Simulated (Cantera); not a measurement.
What does this Cantera script print?

```python
import numpy as np
import cantera as ct

gas = ct.Solution("h2o2.yaml")
gas.TPX = 1100, 2666, {'H2': 0.18, 'O2': 1, 'N2': 0.19}
reactor = ct.IdealGasConstPressureReactor(gas, energy="off", clone=False)
net = ct.ReactorNet([reactor])
net.rtol, net.atol = 1e-08, 1e-18
show = ['H2', 'O2', 'HO2', 'H2O2', 'H2O']
times = np.geomspace(9e-05, 6, 9)

steps = ct.SolutionArray(gas, extra=["t"])
rows = []
print(f"{'t/s':>10s}{'T/K':>9s}{'P/Pa':>11s}" + "".join(f"{s:>11s}" for s in show))
for t in times:
    while net.time < t:
        t_next = net.step()
        steps.append(gas.state, t=t_next)
    rows.append([np.interp(t, steps.t, y) for y in (steps.T, steps.P, *steps(*show).X.T)])
    print(f"{t:10.3e}{rows[-1][0]:9.1f}{rows[-1][1]:11.4g}" + "".join(f"{x:11.3e}" for x in rows[-1][2:]))
rate = np.gradient(steps.T, steps.t)
print("integrator steps:", len(steps.t))
if steps.T.max() > steps.T[0] + 200:
    print(f"time of steepest temperature rise: {steps.t[rate.argmax()]:.4e} s")
gas.TPX = 1100, 2666, {'H2': 0.18, 'O2': 1, 'N2': 0.19}
gas.equilibrate("TP")
print(f"equilibrium (TP): T = {gas.T:.1f} K  " + "  ".join(f"{s} {gas[s].X[0]:.3e}" for s in show))
```

Output:

```
       t/s      T/K       P/Pa         H2         O2        HO2       H2O2        H2O
 9.000e-05   1100.0       2666  1.314e-01  7.299e-01  2.031e-09  7.505e-13  1.710e-09
 3.608e-04   1100.0       2666  1.314e-01  7.299e-01  1.060e-08  1.329e-11  2.593e-07
 1.446e-03   1100.0       2666  2.709e-02  6.744e-01  1.441e-05  7.974e-07  7.985e-02
 5.797e-03   1100.0       2666  1.907e-03  6.965e-01  1.499e-05  5.418e-07  1.320e-01
 2.324e-02   1100.0       2666  1.231e-04  7.099e-01  5.514e-06  3.862e-07  1.400e-01
 9.315e-02   1100.0       2666  7.000e-06  7.108e-01  7.535e-07  1.221e-07  1.405e-01
 3.734e-01   1100.0       2666  7.070e-07  7.109e-01  1.071e-07  3.249e-08  1.406e-01
 1.497e+00   1100.0       2666  1.113e-07  7.109e-01  2.012e-08  8.570e-09  1.406e-01
 6.000e+00   1100.0       2666  2.215e-08  7.109e-01  5.345e-09  2.235e-09  1.406e-01
integrator steps: 1937
equilibrium (TP): T = 1100.0 K  H2 1.355e-09  O2 7.109e-01  HO2 4.769e-09  H2O2 1.749e-10  H2O 1.406e-01
```

Cantera simulation using the H2/O2 subset of GRI-Mech 3.0, which has no nitrogen chemistry; the numbers are that mechanism's predictions, not measurements. Radical loss at walls, strong at low pressure, is not modelled. The temperature is held fixed by assumption; the heat of reaction is taken as removed at once.
